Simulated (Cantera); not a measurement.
Feed: 1 mol Si2H6, 0.4 mol NO, 29 mol N2, equilibrated at 1052 °C and 120 Torr.

Equilibrium computed with Cantera from the NASA thermochemical tables; the gas is ideal and each condensed phase is pure. Candidate condensed phases: H2O, Si, SiO2, Si2N2O, Si3N4; 35 gas species. The feed counts by its element totals alone. Mutual solubility and eutectic melting of coexisting phases are not modelled. Rates play no part.

Base state: N2 0.903, H2 0.0968 (mole fractions); condensed: Si2N2O(s) + Si3N4(s).

Problem. What changes in the equilibrium state with this change: Si2H6 replaced by SiH2Cl2?

Solution. 
```csv
species,before,after
N2,0.903,0.939
HCl,0,0.0473
H2,0.0968,0.00899
SiCl4,0,0.00405
SiCl3,0,0.000416
SiCl2,0,0.000233
SiHCl3,0,3.94e-5
"Si2N2O(s), mol",0.400,0.400
"Si3N4(s), mol",0.400,0.0183
```
The tables' values for SiCl3 are old estimates; treat these amounts as uncertain. Further candidate phases: NH4Cl.
